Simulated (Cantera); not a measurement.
Input: 1 mol HBr, 0.93 mol O₂, equilibrated at 60.0 bar.

Equilibrium computed with Cantera from the NASA thermochemical tables; the gas is ideal and each condensed phase is pure. Candidate condensed phases: Br₂, H₂O; 12 gas species. The ideal-gas law is rough above about 30 bar. Kinetics and transport are ignored. All values below are at 1750 °C.

Base state: O₂ 0.392, H₂O 0.227, Br₂ 0.165, Br 0.125, HBr 0.0887, OH 0.00145, O 6.44e-5, HO₂ 2.09e-5 (mole fractions); condensed: gas only.

### Question
What changes in the equilibrium state with this change: pressure from 60.0 bar to 0.0100 bar?

### Answer
```json
[
 {"species": "Br", "before": "0.125", "after": "0.425"},
 {"species": "O₂", "before": "0.392", "after": "0.317"},
 {"species": "H₂O", "before": "0.227", "after": "0.205"},
 {"species": "Br₂", "before": "0.165", "after": "0.000317"},
 {"species": "OH", "before": "0.00145", "after": "0.0115"},
 {"species": "HBr", "before": "0.0887", "after": "0.0343"},
 {"species": "H", "before": "9.82e-7", "after": "0.000672"},
 {"species": "H₂", "before": "1.60e-5", "after": "0.00125"},
 {"species": "O", "before": "6.44e-5", "after": "0.00449"},
 {"species": "HO₂", "before": "2.09e-5", "after": "1.92e-6"}
]
```
